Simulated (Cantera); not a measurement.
A jet of CH4 : O2 : N2 = 0.032 : 0.15 : 0.79 (molar parts) at 300 K and 0.130 bar hits a platinum plate 4.5 cm away at a mass flux of 0.082 kg/m²/s; the plate temperature is set and raised in steps from an oxygen-covered start.

Computed with Cantera and Deutschmann's 1995 Pt surface mechanism with GRI-Mech 3.0 gas chemistry. Catalytic surfaces can have several steady states; this one follows from the mechanism file's or the stated starting coverage.

One state of this run: wall x CH4 = 0.0131; wall x O2 = 0.112; wall x H2O = 0.0368; wall x OH = 2.30e-7; wall x CO = 8.68e-6; wall x CO2 = 0.0243; θ free Pt = 0.307; θ O* = 0.691; θ OH* = 0.00144. x: mole fraction at the wall; θ: surface coverage.

### Question
Which value of plate T (K) does it belong to?
A) 1150
B) 1200
C) 1050
D) 1000

### Answer
D, 1000
